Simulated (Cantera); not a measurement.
Feed: 1 mol BF3, 0.066 mol O2, 29 mol N2, held at 1.50 mbar.

Method: chemical equilibrium by Gibbs-energy minimisation in Cantera with the NASA 1993 tables (ideal gas, pure condensed phases). Candidate condensed phases: B, BN, B2O3; 31 gas species. Kinetics and transport are ignored. All values below are at 1250 °C.

Base state: N2 0.964, BF3 0.0332, O2 0.00209, NO 0.000151, F 0.000119, BOF 5.92e-5 (mole fractions); condensed: gas only.

What changes in the equilibrium state with this change: 0.038 mol NH3 added?


```json
[
 {"species": "N2", "before": "0.964", "after": "0.962"},
 {"species": "BF3", "before": "0.0332", "after": "0.0312"},
 {"species": "HF", "before": "0", "after": "0.00378"},
 {"species": "BOF", "before": "5.92e-5", "after": "0.00190"},
 {"species": "F", "before": "0.000119", "after": "1.76e-5"},
 {"species": "O2", "before": "0.00209", "after": "0.00118"},
 {"species": "NO", "before": "0.000151", "after": "0.000113"}
]
```
Further candidate phases: B3O3H3, H2O.
